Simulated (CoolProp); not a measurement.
Saturation properties of normal hydrogen.

Computed with CoolProp (reference Helmholtz-energy equation of state, Leachman 2009).

```
T (K)  p (MPa)  vapour density (kg/m³)  liquid conductivity (mW/(m K))
-----  -------  ----------------------  ------------------------------
25.8    0.3785                   4.581                             102
26.8    0.4602                   5.583                             100
27.7    0.5436                   6.651                            99.2
28.7    0.6481                   8.074                            97.5
29.7    0.7661                   9.831                            95.4
30.7    0.8988                   12.09                            92.8
31.6     1.032                   14.86                            90.4
32.6     1.197                   20.01                            91.7
```

It boils at 20.4 K under 1 atm.

Thermal conductivity comes from a separate model (Assael 2011).
